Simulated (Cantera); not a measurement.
Input (Python, Cantera) and output of one run.

```python
import numpy as np
import cantera as ct

gas_names = """
    F FO FO2 F2 F2O H HF HOF HO2 H2 H2F2 H2O H2O2 H3F3 H4F4 H5F5 H6F6 H7F7 Mg MgF MgF2 MgH MgO MgOH
    MgO2H2 Mg2 Mg2F4 O OH O2 O3
""".split()
cond_names = """
    H2O(s) H2O(L) Mg(cr) Mg(L) MgF2(s) MgF2(L) MgO(s) MgO(L) MgO2H2(s)
""".split()


# ... load() reads the species with a 1 bar reference pressure and builds the phases ...
atoms = {
    'MgO': {'Mg': 1, 'O': 1},
    'F2': {'F': 2},
    'H2': {'H': 2},
}
top_T = {}  # K; cautious upper limits of use, not melting points


# ... equilibrate(T, P, feed) seeds the gas with the atoms and calls Mixture.equilibrate('TP', solver="vcs", rtol=1e-11, max_steps=5000) ...
results = []
feed = {'MgO': 1, 'F2': 6.4, 'H2': 32}  # mol
T = 1098  # K
P = 1000  # Pa
mix = equilibrate(T, P, feed)
results.append((T, P, feed, dict(zip(mix.species_names, mix.species_moles))))
print(gas.report(threshold=1e-05))
for i in range(1, mix.n_phases):
    print(f"{mix.phase(i).name:16s} {mix.phase_moles(i):12.5e} mol")
```

Result:

```
       temperature   1098 K
          pressure   1000 Pa
           density   0.00083674 kg/m^3
  mean mol. weight   7.6389 kg/kmol
   phase of matter   gas

                          1 kg             1 kmol
                     ---------------   ---------------
          enthalpy       -8.0306e+06       -6.1345e+07  J
   internal energy       -9.2257e+06       -7.0474e+07  J
           entropy             29788        2.2755e+05  J/K
    Gibbs function       -4.0738e+07       -3.1119e+08  J
 heat capacity c_p            4050.6             30942  J/K
 heat capacity c_v            2962.2             22628  J/K

                      mass frac. Y      mole frac. X     chem. pot. / RT
                     ---------------   ---------------   ---------------
                HF            0.7563           0.28877           -58.626
                H2           0.18065           0.68449           -22.727
               H2O          0.063057          0.026738            -59.88
     [  +28 minor]        8.7153e-07        3.1681e-07

Mg(L)             0.00000e+00 mol
MgF2(s)           9.99997e-01 mol
MgO(s)            0.00000e+00 mol
```

These are equilibrium values from Cantera (NASA tables, ideal gas, pure condensed phases), not measurements of a reactor.
